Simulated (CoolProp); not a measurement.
Vapour-liquid equilibrium of dimethyl ether (1) + n-hexane (2) at 0.0805 MPa; x and y are mole fractions of (1).

The numbers come from the multi-fluid Helmholtz-energy mixture model, Wu 2011 and Thol 2019; pair parameters Bell 2016 in CoolProp.

| x | bubble temperature, mixture model (K) | bubble temperature, Raoult's law (K) | y, mixture model | y, Raoult's law |
|---|---|---|---|---|
| 0.05 | 309.0 | 313.4 | 0.616 | 0.556 |
| 0.2 | ___ | 282.3 | 0.934 | 0.904 |
| 0.35 | 260.7 | 268.0 | ___ | 0.963 |
| 0.5 | ___ | 259.1 | ___ | 0.983 |
| 0.65 | ___ | 252.9 | 0.990 | 0.992 |
| 0.8 | 247.3 | 248.1 | ___ | 0.997 |
| 0.95 | 244.3 | 244.3 | 0.998 | 0.999 |

### Question
What belongs in the gaps?

### Answer

- 0.2, bubble temperature, mixture model (K): 273.6
- 0.35, y, mixture model: 0.973
- 0.5, bubble temperature, mixture model (K): 254.4
- 0.5, y, mixture model: 0.984
- 0.65, bubble temperature, mixture model (K): 250.5
- 0.8, y, mixture model: 0.994

The largest gap from Raoult's law is -8.7 K in bubble temperature, at x = 0.2. No azeotrope shows between x = 0.05 and 0.95.

Pair parameters are fitted to limited data, so mixtures are less certain than the pure fluids.
